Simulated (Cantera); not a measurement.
Input: 1 mol Si3N4, 0.89 mol H2, equilibrated at 1977 °C and 0.00980 bar.

Cantera equilibrium calculation (NASA polynomials, part measured and part estimated; ideal gas, pure solids and liquids). Candidate condensed phases: Si, Si3N4; 18 gas species. The tables' values for SiN are old estimates; treat these amounts as uncertain. Gases not in the tables: Si2H6 and higher silanes. Equilibrium is a limit: real reactors are often held back by kinetics, nucleation or transport.

Base state: N2 0.634, H2 0.263, Si 0.0604, H 0.0384, SiH 0.00123, Si2 0.00106, Si2N 0.000776, SiN 0.000731 (mole fractions); condensed: Si(l).

Q: What changes in the equilibrium state with this change: temperature from 1977 °C to 1175 °C?

A: 
```
species          before    after
-------------  --------  -------
H2                0.263    0.998
N2                0.634  0.00168
H                0.0384  9.32e-5
Si               0.0604  3.00e-7
SiH2            9.85e-5  7.49e-7
Si2             0.00106    <1e-9
SiN            0.000731  1.96e-9
Si2N           0.000776  2.76e-9
Si(l), mol         2.79        0
Si(s), mol            0  0.00224
Si3N4(s), mol         0    0.999
```
Mutual solubility and eutectic melting of coexisting phases are not modelled.
